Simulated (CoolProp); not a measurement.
Vapour-liquid equilibrium of carbon monoxide (1) + methane (2) at 114 K; x and y are mole fractions of (1).

Values from CoolProp's multi-fluid Helmholtz-energy mixture model, Lemmon 2006 and Setzmann 1991; pair parameters Kunz 2012.

Give the bubble pressure and the first vapour's composition at x = 0.25, 0.35, 0.45. Is there an azeotrope?

x = 0.25: 472.3 kPa, y = 0.781; x = 0.35: 607.3 kPa, y = 0.843; x = 0.45: 731.8 kPa, y = 0.881. No azeotrope shows between x = 0.05 and 0.95.

The pair parameters rest on a limited set of measurements; away from them the model extrapolates. The gap from Raoult's law changes sign with composition, which may be real or a fault of the pair parameters; it wasn't checked against measurements.
